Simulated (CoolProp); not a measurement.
Values from CoolProp's reference Helmholtz-energy equation of state, Lemmon 2005. It is a short technical equation, of lower accuracy than the large ones.

Problem. Give the vapour pressure (bar), liquid density (kg/m³), vapour density (kg/m³), enthalpy of vaporisation (kJ/kg) of saturated 1-butene at 205.6, 214.5 K.

Solution. 
```csv
T (K),p (bar),liquid density (kg/m³),vapour density (kg/m³),enthalpy of vaporisation (kJ/kg)
205.6,0.0398,692,0.131,446
214.5,0.0730,683,0.231,438
```
